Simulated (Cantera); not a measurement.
An isothermal, constant-pressure homogeneous reactor starts with CH4 : H2O = 1 : 1.5 (molar parts), at 1498 K and 0.890 bar. Integrator tolerance rtol = 1e-08.

Computed with Cantera and GRI-Mech 3.0 (53 species, 325 reactions).

### Question
What does this change do: H2O 1.5 to 0.22 parts?

### Answer
```tsv
quantity	before	after
x(CH4) at 4.00 s	0.0696 (gas-phase equilibrium 2.32e-6)	0.136 (gas-phase equilibrium 0.129)
x(H2O) at 4.00 s	0.353 (gas-phase equilibrium 0.0992)	0.0866 (gas-phase equilibrium 7.70e-7)
x(CO2) at 4.00 s	0.0150 (gas-phase equilibrium 0.0119)	0.00126 (gas-phase equilibrium 4.75e-8)
x(CH2CO) at 4.00 s	2.12e-5 (gas-phase equilibrium 1.33e-11)	1.03e-5 (gas-phase equilibrium 3.78e-7)
x(CH2O) at 4.00 s	3.06e-7 (gas-phase equilibrium 5.59e-8)	6.63e-8 (gas-phase equilibrium 2.63e-8)
```
GRI-Mech 3.0 stops at C3 and has no aromatics, soot or wall deposition, so with more carbon than oxygen in the feed, carbon stays in small species such as C2H2 where larger ones or solid carbon would form.
